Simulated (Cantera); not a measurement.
# Low-pressure radical oxidation in H2/O2

A perfectly stirred reactor is fed with H2 : O2 = 0.42 : 1 (molar parts), at 1330 Pa; it is held at 1325 K, and followed from long to short residence time.

Model: GRI-Mech 3.0 (53 species, 325 reactions), integrated in Cantera. Radical loss at walls, strong at low pressure, is not modelled. The temperature is held fixed by assumption; the heat of reaction is taken as removed at once.

```json
[
 {"τ (s)": "3.8", "x H2": "0.000497", "x O2": "0.650", "x H": "0.000248", "x HO2": "2.87e-6", "x H2O2": "1.74e-7", "x OH": "0.00294", "x H2O": "0.344"},
 {"τ (s)": "1.7", "x H2": "0.000845", "x O2": "0.649", "x H": "0.000555", "x HO2": "4.00e-6", "x H2O2": "2.24e-7", "x OH": "0.00384", "x H2O": "0.343"},
 {"τ (s)": "0.74", "x H2": "0.00145", "x O2": "0.647", "x H": "0.00127", "x HO2": "5.33e-6", "x H2O2": "2.84e-7", "x OH": "0.00505", "x H2O": "0.341"},
 {"τ (s)": "0.33", "x H2": "0.00244", "x O2": "0.643", "x H": "0.00282", "x HO2": "6.65e-6", "x H2O2": "3.48e-7", "x OH": "0.00656", "x H2O": "0.337"},
 {"τ (s)": "0.14", "x H2": "0.00417", "x O2": "0.637", "x H": "0.00645", "x HO2": "7.87e-6", "x H2O2": "4.13e-7", "x OH": "0.00858", "x H2O": "0.330"},
 {"τ (s)": "0.064", "x H2": "0.00665", "x O2": "0.627", "x H": "0.0133", "x HO2": "8.64e-6", "x H2O2": "4.58e-7", "x OH": "0.0108", "x H2O": "0.319"},
 {"τ (s)": "0.028", "x H2": "0.0104", "x O2": "0.612", "x H": "0.0271", "x HO2": "8.93e-6", "x H2O2": "4.72e-7", "x OH": "0.0134", "x H2O": "0.300"},
 {"τ (s)": "0.013", "x H2": "0.0147", "x O2": "0.594", "x H": "0.0469", "x HO2": "8.68e-6", "x H2O2": "4.52e-7", "x OH": "0.0156", "x H2O": "0.276"},
 {"τ (s)": "0.0055", "x H2": "0.0199", "x O2": "0.574", "x H": "0.0723", "x HO2": "8.09e-6", "x H2O2": "4.14e-7", "x OH": "0.0175", "x H2O": "0.246"},
 {"τ (s)": "0.0025", "x H2": "0.0254", "x O2": "0.563", "x H": "0.0902", "x HO2": "7.60e-6", "x H2O2": "3.93e-7", "x OH": "0.0187", "x H2O": "0.224"}
]
```
x: mole fraction; the columns are a selection and need not sum to one.
